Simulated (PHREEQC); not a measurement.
Dissolve 0.047 mol H2SO4 and 0.049 mol MnSO4 per kg of water at 71 °C. Closed to the air; pH follows from the charge balance.

Computed with PHREEQC (ion-association model, wateq4f.dat).

This is a speciation only: nothing precipitates in the calculation.

Order these S species by the share of S that they hold, largest first: SO4-2, MnSO4, HSO4-.

HSO4- (62 %), MnSO4 (20 %), SO4-2 (18 %)

The pH is 1.56 and the ionic strength 0.141 mol/kgw. Species that the database lacks are ignored. Away from 25 °C the constants follow the database's enthalpies or fits; those with neither stay at their 25 °C values.
